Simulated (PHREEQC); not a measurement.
A solution holds 0.14 mol/kgw CuCl2 and 1 mol/kgw KCl, at 25 °C. Closed to the air; pH follows from the charge balance.

All values are PHREEQC results (ion-association model, wateq4f.dat), not measurements.

Precipitation was switched off in this run.

Problem. What pH, activity of water does the model give?

Solution. pH 4.49; activity of water 0.960.

Problem. In which forms is Cl present?

Solution. Cl- 95 %, CuCl+ 4.0 %, CuCl2 1.3 % of the Cl.

The solution is supersaturated, for example in Atacamite, so a real one may precipitate; this is no full list. The ionic strength is past about 0.7 mol/kgw, beyond the range of this activity model, so the values are rough.
